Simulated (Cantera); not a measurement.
Input: 1 mol SiHCl3, 45 mol N2, 11 mol H2, at 0.100 bar.

These are equilibrium values from Cantera (NASA tables, ideal gas, pure condensed phases), not measurements of a reactor. Candidate condensed phases: NH4Cl, Si, Si3N4; 28 gas species. N2 is the only nitrogen source here; it is nearly inert below about 1500 K, so the nitride shown seldom forms there in practice. Gases not in the tables: Si2H6 and higher silanes. The numbers say what is thermodynamically allowed, not how fast it happens.

Q: What share of the Si ends up in condensed phases as a function of T (K), at 1023, 1123, 1223, 1323, 1423, 1523, 1623, 1723, 1823, 1923, 2023?

A: 
| T (K) | Si condensed (%) | as |
|---|---|---|
| 1023 | 99.8 | Si3N4(s) |
| 1123 | 99.8 | Si3N4(s) |
| 1223 | 99.8 | Si3N4(s) |
| 1323 | 99.7 | Si3N4(s) |
| 1423 | 99.1 | Si3N4(s) |
| 1523 | 97.0 | Si3N4(s) |
| 1623 | 90.8 | Si3N4(s) |
| 1723 | 77.9 | Si3N4(s) |
| 1823 | 58.6 | Si3N4(s) |
| 1923 | 36.1 | Si3N4(s) |
| 2023 | 30.1 | Si(l) |
